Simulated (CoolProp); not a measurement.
Sulfur dioxide along the isotherm 525 K: fugacity coefficient from the reference equation and from simpler models built on Tc = 430.6 K, pc = 7887 kPa, ω = 0.256; each cubic takes its own stable root.

The numbers come from the reference Helmholtz-energy equation of state, Gao 2016 in CoolProp.

| p (kPa) | phase | reference | van der Waals | Redlich-Kwong | Soave-Redlich-Kwong | Peng-Robinson |
|---|---|---|---|---|---|---|
| 2500 | gas | 0.9470 | 0.9430 | 0.9411 | 0.9483 | 0.9392 |
| 5000 | gas | 0.8957 | 0.8870 | 0.8846 | 0.8987 | 0.8822 |
| 7500 | gas | 0.8463 | 0.8317 | 0.8304 | 0.8516 | 0.8288 |
| 10000 | supercritical | 0.7990 | 0.7771 | 0.7786 | 0.8069 | 0.7792 |
| 12500 | supercritical | 0.7539 | 0.7234 | 0.7297 | 0.7650 | 0.7335 |
| 15000 | supercritical | 0.7116 | 0.6728 | 0.6846 | 0.7265 | 0.6921 |
| 17500 | supercritical | 0.6725 | 0.6290 | 0.6443 | 0.6919 | 0.6554 |
| 20000 | supercritical | 0.6374 | 0.5935 | 0.6096 | 0.6614 | 0.6233 |
| 22500 | supercritical | 0.6066 | 0.5653 | 0.5804 | 0.6352 | 0.5957 |
| 25000 | supercritical | 0.5801 | 0.5429 | 0.5560 | 0.6129 | 0.5721 |
| 27500 | supercritical | 0.5576 | 0.5252 | 0.5357 | 0.5941 | 0.5520 |
| 30000 | supercritical | 0.5384 | 0.5110 | 0.5187 | 0.5782 | 0.5349 |
| 32500 | supercritical | 0.5222 | 0.4999 | 0.5045 | 0.5648 | 0.5204 |
| 35000 | supercritical | 0.5084 | 0.4912 | 0.4926 | 0.5536 | 0.5079 |
